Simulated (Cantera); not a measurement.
A freely propagating, adiabatic, planar premixed flame of H2 : O2 : N2 = 1 : 0.25 : 0.725 (molar parts), equivalence ratio 2.0, unburnt at 650 K and 0.632 atm; mixture-averaged transport, grid criteria slope 0.08 and curve 0.16, no radiation.

Cantera simulation using the H2/O2 subset of GRI-Mech 3.0, which has no nitrogen chemistry; the numbers are that mechanism's predictions, not measurements. Burning velocities carry a grid error of a few per cent, more on coarse grids.

x: mole fraction of selected species; z is measured from the peak of heat release.

```tsv
z (mm)	T (K)	u (m/s)	x H2	x O2	x HO2	x O	x H2O	x H
-2.37	650	11.5	0.506	0.127	<1e-8	<1e-8	<1e-8	<1e-8
-1.58	650	11.5	0.506	0.127	<1e-8	<1e-8	<1e-8	<1e-8
-1.19	650	11.5	0.506	0.127	<1e-8	<1e-8	<1e-8	<1e-8
-0.790	650	11.5	0.506	0.127	1.04e-6	<1e-8	7.55e-8	4.41e-7
-0.395	665	11.7	0.504	0.126	0.000157	1.31e-5	0.000781	0.000541
-0.198	830	14.4	0.475	0.122	0.000110	0.000379	0.0156	0.0122
0	1243	20.9	0.341	0.0749	4.70e-5	0.00495	0.115	0.0771
0.198	1529	25.5	0.230	0.0136	8.56e-6	0.00487	0.232	0.125
0.395	1644	27.2	0.217	___	___	___	0.254	0.124
0.790	1767	29.0	0.225	0.00151	8.65e-7	0.00291	0.259	0.109
1.58	1902	30.9	0.236	0.00115	6.27e-7	0.00237	0.263	0.0903
3.16	2042	32.8	0.248	0.000792	4.30e-7	0.00170	0.267	0.0708
6.32	2177	34.6	0.258	0.000471	2.76e-7	0.00105	0.272	0.0522
```

### Question
Fill in the missing entries.

### Answer

- 0.395, x O2: 0.00304
- 0.395, x HO2: 1.84e-6
- 0.395, x O: 0.00340
